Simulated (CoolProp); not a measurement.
Values from CoolProp's reference Helmholtz-energy equation of state, Zhou 2011.

Q: Give the vapour pressure (MPa), liquid density (kg/m³), enthalpy of vaporisation (kJ/kg), liquid cp (kJ/(kg K)) of saturated dimethyl carbonate at 296 K.

A: 
```json
[
 {"T (K)": "296", "p (MPa)": "0.00650", "liquid density (kg/m³)": "1070", "enthalpy of vaporisation (kJ/kg)": "421", "liquid cp (kJ/(kg K))": "1.83"}
]
```
